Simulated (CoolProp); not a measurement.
Water at several states: density (kg/m³) from the reference equation and from simpler models built on Tc = 647.1 K, pc = 22.06 MPa, ω = 0.344; each cubic takes its own stable root.

Model: reference Helmholtz-energy equation of state, Wagner 2002, in CoolProp.

| T (K) | p (MPa) | phase | reference | Redlich-Kwong | Peng-Robinson |
|---|---|---|---|---|---|
| 992.2 | 17.7 | gas | [?] | [?] | [?] |
| 615.7 | 0.0529 | gas | 0.1863 | 0.1863 | 0.1864 |
| 628.3 | 0.0406 | gas | 0.1401 | 0.1401 | 0.1401 |
| 367.4 | 100 | liquid | 1003 | 712.4 | [?] |
| 440 | 8.45 | liquid | 905.4 | 628.3 | 746.7 |
| 323.8 | 22.9 | liquid | 997.4 | 723.7 | 836.5 |

Question: Fill in the missing entries.

Answer: 
- 992.2, reference: 40.58
- 992.2, Redlich-Kwong: 41.54
- 992.2, Peng-Robinson: 40.70
- 367.4, Peng-Robinson: 821.1
